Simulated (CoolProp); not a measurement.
Vapour-liquid equilibrium of R245fa (1) + isopentane (2) at 340.6 K; x and y are mole fractions of (1).

Model: multi-fluid Helmholtz-energy mixture model, Akasaka 2015 and Lemmon 2006; pair parameters Bell 2016, in CoolProp.

### Question
Give the bubble pressure and the first vapour's composition at x = 0.35, 0.65, 0.95. Is there an azeotrope?

### Answer
x = 0.35: 0.6201 MPa, y = 0.572; x = 0.65: 0.6730 MPa, y = 0.686; x = 0.95: 0.6161 MPa, y = 0.893. y crosses x between x = 0.65 and 0.8: the model has an azeotrope there.

The pair parameters rest on a limited set of measurements; away from them the model extrapolates.
